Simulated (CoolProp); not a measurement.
Properties of CH2F2 (R32) along the isotherm 387.7 K.

Values from CoolProp's reference Helmholtz-energy equation of state, Tillner-Roth 1997.

```
p (kPa)          phase       Z  viscosity (µPa s)  conductivity (mW/(m K))  fugacity coefficient
-------  -------------  ------  -----------------  -----------------------  --------------------
27.4               gas  0.9987               17.3                     21.4                0.9987
40.3               gas  0.9981               17.3                     21.5                0.9981
59.1               gas  0.9972               17.3                     21.5                0.9972
86.7               gas  0.9959               17.3                     21.5                0.9959
127                gas  0.9940               17.3                     21.6                0.9940
187                gas  0.9912               17.3                     21.7                0.9912
274                gas  0.9870               17.3                     21.8                0.9872
403                gas  0.9809               17.3                     22.0                0.9811
591                gas  0.9719               17.3                     22.2                0.9724
867                gas  0.9585               17.3                     22.6                0.9597
1270               gas  0.9388               17.3                     23.2                0.9413
1870               gas  0.9087               17.4                     24.1                0.9143
2740               gas  0.8637               17.6                     25.5                0.8759
4030               gas  0.7932               18.0                     27.9                0.8206
5910     supercritical  0.6804               19.3                     33.2                0.7433
8670     supercritical  0.4915               25.1                     50.2                0.6361
```

Viscosity comes from a separate model (Bell 2016), an estimate that may be off by 10 % or more. Thermal conductivity comes from a separate model (Huber 2003), an estimate that may be off by 10 % or more.
